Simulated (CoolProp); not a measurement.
A simple Rankine cycle with R11: condensing at 323.15 K, boiler at 2.97 MPa, turbine inlet 446.5 K, turbine efficiency 0.8, pump efficiency 0.7, no recuperator. Each further row changes one setting.

Computed with CoolProp (reference Helmholtz-energy equation of state, Jacobsen 1992).

```tsv
case	thermal efficiency (%)	net work (kJ/kg)	heat in (kJ/kg)	turbine exit temperature (K)	volume ratio over the turbine
as stated	16.1	34.4	213	335.4	14.7
turbine inlet 466.5 K	16.6	38.9	234	361.2	13.4
condensing temperature 315.15 K	17.1	37.8	221	328.5	18.5
boiler pressure 2.08 MPa	15.0	34.5	231	362.0	8.89
turbine efficiency 0.7	13.9	29.8	213	342.7	15.1
```
